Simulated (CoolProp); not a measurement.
Vapour-liquid equilibrium of n-pentane (1) + benzene (2) at 485 kPa; x and y are mole fractions of (1).

The numbers come from the multi-fluid Helmholtz-energy mixture model, Thol 2019 and Thol 2012; pair parameters Bell 2016 in CoolProp.

| x | bubble temperature (K) | y at the bubble point | dew temperature at overall composition x (K) | liquid density (mol/L) |
|---|---|---|---|---|
| 0.05 | 408.2 | 0.156 | 412.4 | 9.419 |
| 0.125 | 400.6 | 0.328 | 409.4 | 9.302 |
| 0.2 | 394.6 | 0.452 | 406.3 | 9.168 |
| 0.275 | 389.7 | 0.546 | 403.0 | 9.022 |
| 0.35 | 385.7 | 0.619 | 399.6 | 8.870 |
| 0.425 | 382.3 | 0.680 | 396.0 | 8.715 |
| 0.5 | 379.2 | 0.733 | 392.2 | 8.560 |
| 0.575 | 376.5 | 0.779 | 388.2 | 8.406 |
| 0.65 | 374.1 | 0.822 | 384.0 | 8.255 |
| 0.725 | 371.8 | 0.862 | 379.7 | 8.107 |
| 0.8 | 369.7 | 0.900 | 375.3 | 7.962 |
| 0.875 | 367.6 | 0.938 | 371.1 | 7.822 |
| 0.95 | 365.7 | 0.975 | 367.0 | 7.686 |

No azeotrope shows between x = 0.05 and 0.95.

The pair parameters rest on a limited set of measurements; away from them the model extrapolates.
